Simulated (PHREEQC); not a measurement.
0.54 g of hydrous ferric oxide (600 m²/g; 0.2 weak and 0.005 strong sites per Fe, Dzombak-Morel constants, diffuse double layer) in 1 kg of water with 0.1 mol/kgw of an inert sodium salt and 2.1e-06 mol/kgw BaCl2, at 25 °C; the pH is set by adding NaOH or the inert anion's acid. O2 is buffered at 0.21 atm. CO2 from the air is kept out. Nothing may precipitate in this run.

Base run: PHREEQC, ion-association model, wateq4f.dat. Each further column changes one thing. The table gives surface charge σ (C/m²).

| pH | base | background salt from 0.1 to 0.01 mol/kgw | oxide from 0.54 to 2.7 g/kgw | 0.002 mol/kgw ZnCl2 added |
|---|---|---|---|---|
| 4 | 0.321 | 0.218 | 0.322 | 0.323 |
| 4.67 | 0.253 | 0.144 | 0.254 | 0.257 |
| 6 | 0.111 | 0.050 | 0.112 | 0.126 |
| 6.67 | 0.063 | 0.025 | 0.063 | 0.117 |
| 7.33 | 0.029 | 0.011 | 0.030 | 0.123 |
| 8.67 | -0.020 | -0.007 | -0.020 | 0.104 |
| 9.33 | -0.050 | -0.020 | -0.051 | 0.059 |
| 10 | -0.093 | -0.040 | -0.094 | 0.021 |
| 11.33 | -0.228 | -0.131 | -0.230 | -0.047 |
| 12 | -0.305 | -0.229 | -0.307 | -0.138 |

 In at least one series the solution becomes supersaturated in solids that the run did not let form, among them Zn(OH)2-a, Zn5(OH)8Cl2.
